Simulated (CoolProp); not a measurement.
Dry air along the isotherm 99 K: fugacity coefficient from the reference equation and from simpler models built on Tc = 132.5 K, pc = 37.86 bar, ω = 0.034; each cubic takes its own stable root.

Values from CoolProp's reference Helmholtz-energy equation of state, Lemmon 2000. It is a pseudo-pure fit of the blend.

| p (bar) | phase | reference | Redlich-Kwong | Soave-Redlich-Kwong | Peng-Robinson |
|---|---|---|---|---|---|
| 0.0599 | gas | 0.9987 | 0.9988 | 0.9988 | 0.9987 |
| 0.101 | gas | 0.9979 | 0.9979 | 0.9980 | 0.9978 |
| 0.17 | gas | 0.9964 | 0.9965 | 0.9966 | 0.9964 |
| 0.288 | gas | 0.9939 | 0.9941 | 0.9942 | 0.9938 |
| 0.486 | gas | 0.9898 | 0.9901 | 0.9902 | 0.9896 |
| 0.819 | gas | 0.9828 | 0.9834 | 0.9835 | 0.9825 |
| 1.38 | gas | 0.9710 | 0.9720 | 0.9722 | 0.9705 |
| 2.33 | gas | 0.9510 | 0.9528 | 0.9531 | 0.9503 |
| 3.94 | gas | 0.9172 | 0.9203 | 0.9209 | 0.9164 |
| 11.2 | liquid | 0.4643 | 0.4546 | 0.4661 | 0.4607 |
| 18.9 | liquid | 0.2849 | 0.2789 | 0.2859 | 0.2815 |
